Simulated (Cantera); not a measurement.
A closed system holds: 1 mol Ta(OEt)₅, 6.7 mol H₂O, 76 mol H₂, at 550 °C and 1.20e-6 bar.

Equilibrium computed with Cantera from the NASA thermochemical tables; the gas is ideal and each condensed phase is pure. Candidate condensed phases: C, C₆H₆, C₇H₈, C₈H₁₈, H₂O, Ta, TaC, Ta₂O₅; 113 gas species. The feed counts by its element totals alone. TaC: taken at fixed stoichiometry. Condensed phases not in the tables: Ta₂C. Rates play no part.

Base state: H₂ 0.907, CO 0.0931 (mole fractions); condensed: TaC(s) + Ta₂O₅(s).

Task: What changes in the equilibrium state with this change: Ta(OEt)₅ replaced by V?

Result: 
| species | before | after |
|---|---|---|
| H₂ | 0.907 | 0.937 |
| H₂O | 6.11e-6 | 0.0629 |
| CO | 0.0931 | 0 |
| TaC(s), mol | 0.229 | 0 |
| Ta₂O₅(s), mol | 0.386 | 0 |
| V₂O₃(s), mol | 0 | 0.500 |
Condensed phases not in the tables: the oxides between V₂O₃ and V₂O₅ other than VO₂. Further candidate phases: V, VO, V₂O₃, V₂O₄, V₂O₅.
